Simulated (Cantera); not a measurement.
# Iron carbonyl, mercury and lead vapours: Pb + O2 + H2

Input: 1 mol Pb, 0.24 mol O2, 0.2 mol H2, at 0.133 bar.

Method: chemical equilibrium by Gibbs-energy minimisation in Cantera with the NASA 1993 tables (ideal gas, pure condensed phases). Candidate condensed phases: H2O, Pb, PbO, PbO2, Pb3O4; 12 gas species. Each liquid is taken as pure. Mutual solubility and eutectic melting of coexisting phases are not modelled. Gases not in the tables: (PbO)n polymers. Kinetics and transport are ignored.

```
T (K)  x H2O      x Pb     x PbO      x H2     x Pb2      x OH      x O2       x H  n Pb(s)  n PbO(red)  n Pb(l)  n PbO(yellow)  n PbO(l)
-----  -----  --------  --------  --------  --------  --------  --------  --------  -------  ----------  -------  -------------  --------
523    1.000    <1e-12    <1e-12   8.28e-6    <1e-12    <1e-12    <1e-12    <1e-12    0.720       0.280        0              0         0
598    1.000  3.40e-11    <1e-12   1.80e-5    <1e-12    <1e-12    <1e-12    <1e-12    0.720       0.280        0              0         0
673    1.000   2.30e-9    <1e-12   3.07e-5    <1e-12    <1e-12    <1e-12    <1e-12        0       0.280    0.720              0         0
748    1.000   6.56e-8  2.79e-11   4.80e-5    <1e-12    <1e-12    <1e-12    <1e-12        0       0.280    0.720              0         0
823    1.000   1.01e-6   1.70e-9   7.06e-5    <1e-12  1.00e-12    <1e-12    <1e-12        0           0    0.720          0.280         0
898    1.000   9.71e-6   5.15e-8   9.90e-5  5.55e-12  2.77e-11    <1e-12  2.98e-12        0           0    0.720          0.280         0
973    1.000   6.56e-5   9.07e-7  0.000133  1.36e-10  4.58e-10    <1e-12  3.42e-11        0           0    0.720          0.280         0
1048   0.999  0.000335   1.05e-5  0.000174   2.09e-9   5.05e-9  2.90e-11  2.79e-10        0           0    0.720          0.280         0
1123   0.998   0.00137   8.58e-5  0.000221   2.20e-8   4.03e-8  8.07e-10   1.73e-9        0           0    0.720          0.280         0
1198   0.995   0.00468  0.000491  0.000300   1.71e-7   2.36e-7   1.23e-8   9.01e-9        0           0    0.719              0     0.280
1273   0.984    0.0138   0.00210  0.000423   1.03e-6   1.08e-6   1.15e-7   4.02e-8        0           0    0.717              0     0.280
1348   0.956    0.0358   0.00754  0.000569   5.08e-6   4.09e-6   8.26e-7   1.51e-7        0           0    0.712              0     0.279
```
x: gas mole fraction; n: condensed amount in mol.

From 523 K to 598 K the condensed part is Pb(s) + PbO(red). From 673 K to 748 K the condensed part is Pb(l) + PbO(red). From 823 K to 1123 K the condensed part is Pb(l) + PbO(yellow). From 1198 K to 1348 K the condensed part is Pb(l) + PbO(l).
